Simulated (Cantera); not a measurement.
Charge: 1 mol PbO, 5.6 mol CO, held at 10.0 Torr.

Cantera equilibrium calculation (NASA polynomials, part measured and part estimated; ideal gas, pure solids and liquids). Candidate condensed phases: C, Pb, PbO, PbO2, Pb3O4; 15 gas species. The numbers say what is thermodynamically allowed, not how fast it happens.

log p: log10 of the partial pressure in bar; n: condensed amount in mol.

```json
[
 {"T (K)": "1223", "log p CO": "-1.99", "log p CO2": "-2.65", "log p Pb": "-3.04", "log p PbO": "-7.93", "log p O": "<-13", "log p O2": "<-13", "n Pb(l)": "0.591"},
 {"T (K)": "1298", "log p CO": "-2.03", "log p CO2": "-2.69", "log p Pb": "-2.69", "log p PbO": "-7.20", "log p O": "<-13", "log p O2": "<-13", "n Pb(l)": "0"},
 {"T (K)": "1373", "log p CO": "-2.03", "log p CO2": "-2.69", "log p Pb": "-2.69", "log p PbO": "-6.86", "log p O": "[?]", "log p O2": "-13.75", "n Pb(l)": "0"},
 {"T (K)": "1448", "log p CO": "-2.03", "log p CO2": "-2.69", "log p Pb": "-2.69", "log p PbO": "-6.55", "log p O": "[?]", "log p O2": "-12.65", "n Pb(l)": "0"},
 {"T (K)": "1523", "log p CO": "-2.03", "log p CO2": "-2.69", "log p Pb": "-2.69", "log p PbO": "-6.28", "log p O": "[?]", "log p O2": "-11.65", "n Pb(l)": "0"},
 {"T (K)": "1598", "log p CO": "-2.03", "log p CO2": "-2.69", "log p Pb": "-2.69", "log p PbO": "-6.03", "log p O": "[?]", "log p O2": "-10.75", "n Pb(l)": "0"},
 {"T (K)": "1673", "log p CO": "-2.03", "log p CO2": "-2.69", "log p Pb": "-2.69", "log p PbO": "-5.81", "log p O": "[?]", "log p O2": "-9.93", "n Pb(l)": "0"},
 {"T (K)": "1748", "log p CO": "-2.03", "log p CO2": "-2.70", "log p Pb": "-2.70", "log p PbO": "-5.61", "log p O": "[?]", "log p O2": "-9.18", "n Pb(l)": "0"},
 {"T (K)": "1823", "log p CO": "-2.03", "log p CO2": "-2.70", "log p Pb": "-2.70", "log p PbO": "-5.42", "log p O": "[?]", "log p O2": "-8.50", "n Pb(l)": "0"},
 {"T (K)": "1898", "log p CO": "-2.03", "log p CO2": "-2.70", "log p Pb": "-2.70", "log p PbO": "-5.25", "log p O": "[?]", "log p O2": "-7.87", "n Pb(l)": "0"},
 {"T (K)": "1973", "log p CO": "-2.03", "log p CO2": "-2.70", "log p Pb": "-2.70", "log p PbO": "-5.10", "log p O": "[?]", "log p O2": "-7.29", "n Pb(l)": "0"},
 {"T (K)": "2048", "log p CO": "-2.03", "log p CO2": "-2.70", "log p Pb": "-2.70", "log p PbO": "-4.95", "log p O": "[?]", "log p O2": "-6.75", "n Pb(l)": "0"},
 {"T (K)": "2123", "log p CO": "-2.03", "log p CO2": "-2.70", "log p Pb": "-2.70", "log p PbO": "-4.82", "log p O": "[?]", "log p O2": "-6.25", "n Pb(l)": "0"},
 {"T (K)": "2198", "log p CO": "-2.03", "log p CO2": "-2.70", "log p Pb": "-2.70", "log p PbO": "-4.70", "log p O": "[?]", "log p O2": "-5.79", "n Pb(l)": "0"}
]
```

Q: What belongs in the gaps?

A: 
- 1373, log p O: -13.09
- 1448, log p O: -12.03
- 1523, log p O: -11.08
- 1598, log p O: -10.22
- 1673, log p O: -9.44
- 1748, log p O: -8.73
- 1823, log p O: -8.07
- 1898, log p O: -7.47
- 1973, log p O: -6.91
- 2048, log p O: -6.39
- 2123, log p O: -5.91
- 2198, log p O: -5.47
